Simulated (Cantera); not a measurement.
An adiabatic, constant-pressure homogeneous reactor starts with CH₄ : CO : O₂ : N₂ = 1 : 0.45 : 1.06 : 10.2 (molar parts), at 1525 K and 550000 Pa. Integrator tolerance rtol = 1e-08.

Model: GRI-Mech 3.0 (53 species, 325 reactions), integrated in Cantera.

**Question.** What does this change do: CO 0.45 to 0.23 parts?

**Answer.** 
| quantity | before | after |
|---|---|---|
| time of steepest temperature rise | 0.950 ms | 0.902 ms |
| temperature at 7.00 s | 2141 K | 2149 K |
| equilibrium temperature | 2141 K | 2149 K |
| x(CH₄) at 7.00 s | 3.75e-10 (gas-phase equilibrium 4.22e-10) | 2.87e-10 (gas-phase equilibrium 3.24e-10) |
| x(CO) at 7.00 s | 0.0911 (gas-phase equilibrium 0.0911) | 0.0780 (gas-phase equilibrium 0.0780) |
| x(O₂) at 7.00 s | 7.98e-8 (gas-phase equilibrium 7.98e-8) | 9.82e-8 (gas-phase equilibrium 9.82e-8) |
| x(NO₂) at 7.00 s | 1.32e-11 (gas-phase equilibrium 1.32e-11) | 1.66e-11 (gas-phase equilibrium 1.66e-11) |
| x(OH) at 7.00 s | 5.18e-5 (gas-phase equilibrium 5.18e-5) | 5.78e-5 (gas-phase equilibrium 5.78e-5) |
| x(HO₂) at 7.00 s | 9.25e-11 (gas-phase equilibrium 9.25e-11) | 1.14e-10 (gas-phase equilibrium 1.14e-10) |
